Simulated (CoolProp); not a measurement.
Saturation properties of carbonyl sulfide (Tc = 105.6 °C, pc = 6.369 MPa, ω = 0.098).

The numbers come from the reference Helmholtz-energy equation of state, Lemmon 2006 in CoolProp. It is a short technical equation, of lower accuracy than the large ones.

| T (°C) | p (MPa) | liquid density (kg/m³) | vapour density (kg/m³) | enthalpy of vaporisation (kJ/kg) | liquid cp (kJ/(kg K)) |
|---|---|---|---|---|---|
| -62.15 | 0.05610 | 1200 | 1.958 | 316.8 | 1.171 |
| -43.55 | 0.1363 | 1160 | 4.445 | 304.4 | 1.189 |
| -24.95 | 0.2858 | 1118 | 8.840 | 290.9 | 1.218 |
| -6.35 | 0.5359 | 1074 | 15.96 | 275.9 | 1.259 |
| 12.25 | 0.9208 | 1026 | 26.84 | 258.6 | 1.316 |
| 30.85 | 1.477 | 972.9 | 42.95 | 238.3 | 1.399 |
| 49.45 | 2.245 | 912.2 | 66.66 | 213.8 | 1.530 |
| 67.95 | 3.260 | 839.9 | 102.3 | 183.0 | 1.769 |

It boils at -50.2 °C under 1 atm.
